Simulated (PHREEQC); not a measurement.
Hard or scaling water: an equilibrium model

A solution holds 0.00068 mol Ca(HCO3)2, 4.8e-05 mol CO2 and 0.05 mol NaCl per kg of water, at 25 °C. Closed to the air; pH follows from the charge balance.

The numbers come from PHREEQC with the ion-association model, phreeqc.dat.

No solid was allowed to form.

Question: Estimate the pH, specific conductance.

Answer: pH 7.63; specific conductance 5590 µS/cm.

Question: In which forms is C present?

Answer: HCO3- 93 %, CO2 4.0 %, NaHCO3 1.8 % of the C.

Complexes and solids missing from the database can't appear.
